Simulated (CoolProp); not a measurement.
The fluid at 298.15 K and 0.505 MPa is compressed adiabatically to 2.05 MPa with isentropic efficiency 0.75. The same conditions are run with several fluids, on thermodynamics alone (safety and materials aside).

Values from CoolProp's reference Helmholtz-energy equation of state of each fluid (R507A: Lemmon 2003; carbonyl sulfide: Lemmon 2006; R143a: Lemmon and Jacobsen 2000; CH2F2 (R32): Tillner-Roth 1997; hydrogen sulfide: Lemmon 2006). Blends and air are pseudo-pure fits.

Task: Rank R507A, carbonyl sulfide, R143a, CH2F2 (R32), hydrogen sulfide by work (kJ/kg), highest first.

Result: hydrogen sulfide (155), CH2F2 (R32) (94.0), carbonyl sulfide (82.3), R143a (51.5), R507A (43.5)

```json
[
 {"fluid": "R507A", "final temperature (K)": "360.4", "final density (kg/m³)": "83.5"},
 {"fluid": "carbonyl sulfide", "final temperature (K)": "420.7", "final density (kg/m³)": "38.3"},
 {"fluid": "R143a", "final temperature (K)": "364.9", "final density (kg/m³)": "69.7"},
 {"fluid": "CH2F2 (R32)", "final temperature (K)": "410.4", "final density (kg/m³)": "34.0"},
 {"fluid": "hydrogen sulfide", "final temperature (K)": "454.1", "final density (kg/m³)": "19.3"}
]
```
